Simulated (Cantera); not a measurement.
An adiabatic, constant-pressure homogeneous reactor starts with CO : H2 : CH4 : O2 : N2 : CO2 = 1 : 0.14 : 0.067 : 0.587 : 2.21 : 0.37 (molar parts), at 950 K and 23.7 atm.

Computed with Cantera and GRI-Mech 3.0 (53 species, 325 reactions). The pressure lies above the range GRI-Mech 3.0 was tuned for (to about 10 atm). Below about 1000 K GRI-Mech 3.0 lacks low-temperature oxidation paths.

### Question
Predict: time of steepest temperature rise; temperature at 1.00 s; equilibrium temperature; x(CO) at 1.00 s; x(H2) at 1.00 s.

### Answer
```json
{
  "time_of_steepest_temperature_rise": "11.4 ms",
  "temperature at 1.00 s": "2633 K",
  "equilibrium_temperature": "2633 K",
  "x(CO) at 1.00 s": "0.0695 (gas-phase equilibrium 0.0695)",
  "x(H2) at 1.00 s": "0.00236 (gas-phase equilibrium 0.00236)"
}
```
